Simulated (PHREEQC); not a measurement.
Synthetic water in mmol/kgw, 85 °C, pH 7.48:

| constituent | mmol/kgw |
|---|---|
| Na | 107 |
| K | 12 |
| Ca | 11.3 |
| Mg | 19.7 |
| Cl | 174 |
| S(6) | 1.37 |
| Alkalinity (meq/kgw) | 0.0477 |

Valence states are taken as typed.

Computed with PHREEQC (Pitzer model, pitzer.dat).

No solid was allowed to form.

What specific conductance, density does the model give?

specific conductance 45400 µS/cm; density 0.976 g/cm³.

In which forms is C present?

HCO3- 93 %, CO2 4.7 %, MgCO3 1.6 %, CO3-2 0.9 % of the C.

At this temperature some constants are extrapolated from 25 °C, and those without enthalpy data are left unchanged.
